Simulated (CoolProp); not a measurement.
Saturation properties of R113 (Tc = 214.1 °C, pc = 3.392 MPa, ω = 0.253).

Computed with CoolProp (reference Helmholtz-energy equation of state, Marx 1992).

```csv
T (°C),p (MPa),vapour density (kg/m³)
15.05,0.02982,2.372
24.65,0.04422,3.423
34.15,0.06345,4.793
43.65,0.08877,6.560
53.25,0.1218,8.822
62.75,0.1631,11.62
72.25,0.2145,15.06
81.85,0.2782,19.30
91.35,0.3544,24.37
100.85,0.4454,30.45
110.45,0.5541,37.78
119.95,0.6800,46.42
129.45,0.8261,56.68
139.05,0.9960,69.01
```

It boils at 47.6 °C under 1 atm.
